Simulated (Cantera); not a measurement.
## N2O furnace oxynitridation

An isothermal, constant-pressure homogeneous reactor starts with 27.0 % N2O, 73.0 % O2, at 1325 K and 1.00 bar.

Cantera simulation using GRI-Mech 3.0 (53 species, 325 reactions); the numbers are that mechanism's predictions, not measurements. GRI-Mech 3.0 was tuned for natural gas; its chemistry of N2O as a main component is partial and can be far from experiment. The mechanism lacks the step 2 NO + O2 → 2 NO2, which can matter for NO2 below about 1400 K. The temperature is held fixed by assumption; the heat of reaction is taken as removed at once.

| t (s) | x N2O | x O2 | x O | x NO2 | x N2 | x NO |
|---|---|---|---|---|---|---|
| 2.00e-6 | 0.270 | 0.730 | 1.26e-6 | <1e-12 | 1.42e-6 | 2.78e-8 |
| 6.83e-6 | 0.270 | 0.730 | 3.68e-6 | <1e-12 | 5.35e-6 | 2.92e-7 |
| 2.33e-5 | 0.270 | 0.730 | 7.89e-6 | 5.31e-11 | 2.22e-5 | 2.49e-6 |
| 7.95e-5 | 0.270 | 0.730 | 9.92e-6 | 1.62e-9 | 8.99e-5 | 1.39e-5 |
| 0.000271 | 0.270 | 0.730 | 9.96e-6 | 2.48e-8 | 0.000327 | 5.52e-5 |
| 0.000926 | 0.269 | 0.730 | 9.96e-6 | 2.87e-7 | 0.00113 | 0.000195 |
| 0.00316 | 0.266 | 0.730 | 9.92e-6 | 2.63e-6 | 0.00386 | 0.000667 |
| 0.0108 | 0.254 | 0.730 | 9.76e-6 | 1.57e-5 | 0.0128 | 0.00221 |
| 0.0368 | 0.221 | 0.732 | 9.22e-6 | 5.87e-5 | 0.0401 | 0.00679 |
| 0.126 | 0.142 | 0.736 | 7.54e-6 | 0.000155 | 0.105 | 0.0169 |
| 0.429 | 0.0423 | 0.743 | 3.69e-6 | 0.000263 | 0.187 | 0.0269 |
| 1.46 | 0.00218 | 0.747 | 4.60e-7 | 0.000414 | 0.222 | 0.0285 |
| 5.00 | 5.05e-7 | 0.747 | 2.40e-7 | 0.000523 | 0.224 | 0.0284 |
x: mole fraction; the columns are a selection and need not sum to one.

Equilibrium at this temperature and pressure: N2O 1.76e-8, O2 0.762, O 2.42e-7, NO2 9.10e-6, N2 0.238, NO 0.000488 (gas phase only).
